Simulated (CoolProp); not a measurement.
Tetradecamethylhexasiloxane (MD4M) along the isotherm 620 K: density (kg/m³) from the reference equation and from simpler models built on Tc = 653.2 K, pc = 8.286 bar, ω = 0.800; each cubic takes its own stable root.

Computed with CoolProp (reference Helmholtz-energy equation of state, Thol 2019).

| p (bar) | phase | reference |
|---|---|---|
| 0.0131 | gas | 0.1167 |
| 0.0221 | gas | 0.1970 |
| 0.0373 | gas | 0.3328 |
| 0.063 | gas | 0.5630 |
| 0.106 | gas | 0.9498 |
| 0.179 | gas | 1.611 |
| 0.303 | gas | 2.748 |
| 0.511 | gas | 4.694 |
| 0.862 | gas | 8.102 |
| 1.45 | gas | 14.20 |
| 2.45 | gas | 26.02 |
| 4.14 | gas | 53.11 |

Question: How far does each simpler model (ideal gas, Peng-Robinson) lie from the reference over these 12 states: mean and median of the absolute difference, and the worst?

Answer: 
- ideal gas: mean 5.7 %, median 1.4 %, worst -30.6 % at 620 K and 4.14 bar
- Peng-Robinson: mean 0.5 %, median 0.1 %, worst -3.5 % at 620 K and 4.14 bar
